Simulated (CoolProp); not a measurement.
R1336mzz(E) along the isobar 5.7 MPa: Z from the reference equation and from simpler models built on Tc = 403.5 K, pc = 2.779 MPa, ω = 0.413; each cubic takes its own stable root.

Computed with CoolProp (reference Helmholtz-energy equation of state, Akasaka 2023).

| T (K) | phase | reference | van der Waals | Redlich-Kwong | Soave-Redlich-Kwong | Peng-Robinson |
|---|---|---|---|---|---|---|
| 331.4 | liquid | 0.2716 | 0.4469 | 0.3262 | 0.3098 | 0.2746 |
| 338.6 | liquid | 0.2709 | 0.4435 | 0.3260 | 0.3099 | 0.2748 |
| 345.7 | liquid | 0.2707 | 0.4407 | 0.3263 | 0.3107 | 0.2755 |
| 352.9 | liquid | 0.2710 | 0.4383 | 0.3272 | 0.3121 | 0.2770 |
| 360 | liquid | 0.2718 | 0.4365 | 0.3287 | 0.3144 | 0.2792 |
| 367.1 | liquid | 0.2732 | 0.4352 | 0.3308 | 0.3175 | 0.2823 |
| 374.3 | liquid | 0.2753 | 0.4344 | 0.3337 | 0.3218 | 0.2864 |
| 381.4 | liquid | 0.2783 | 0.4342 | 0.3374 | 0.3273 | 0.2917 |
| 388.6 | liquid | 0.2823 | 0.4346 | 0.3420 | 0.3343 | 0.2987 |
| 395.7 | liquid | 0.2874 | 0.4356 | 0.3477 | 0.3431 | 0.3074 |
| 402.9 | liquid | 0.2942 | 0.4374 | 0.3547 | 0.3543 | 0.3185 |
| 410 | supercritical | 0.3029 | 0.4399 | 0.3631 | 0.3682 | 0.3325 |
